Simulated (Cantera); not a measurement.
Feed: 1 mol Si, 0.0065 mol H₂O, 1 mol N₂, at 3.00 Pa.

Equilibrium computed with Cantera from the NASA thermochemical tables; the gas is ideal and each condensed phase is pure. Candidate condensed phases: H₂O, Si, SiO₂, Si₂N₂O, Si₃N₄; 35 gas species. N₂ is the only nitrogen source here; it is nearly inert below about 1500 K, so the nitride shown seldom forms there in practice. Mutual solubility and eutectic melting of coexisting phases are not modelled. Rates play no part.

### Question
What share of the Si ends up in condensed phases as a function of T (K), at 975, 1075, 1175, 1275, 1375, 1475, 1575, 1675, 1775?

### Answer
| T (K) | Si condensed (%) | as |
|---|---|---|
| 975 | 100.0 | Si₂N₂O(s) + Si₃N₄(s) |
| 1075 | 100.0 | Si₂N₂O(s) + Si₃N₄(s) |
| 1175 | 100.0 | Si₂N₂O(s) + Si₃N₄(s) |
| 1275 | 100.0 | Si₂N₂O(s) + Si₃N₄(s) |
| 1375 | 100.0 | Si₂N₂O(s) + Si₃N₄(s) |
| 1475 | 99.5 | Si₂N₂O(s) + Si₃N₄(s) |
| 1575 | 99.2 | Si(s) |
| 1675 | 97.8 | Si(s) |
| 1775 | 91.1 | Si(l) |
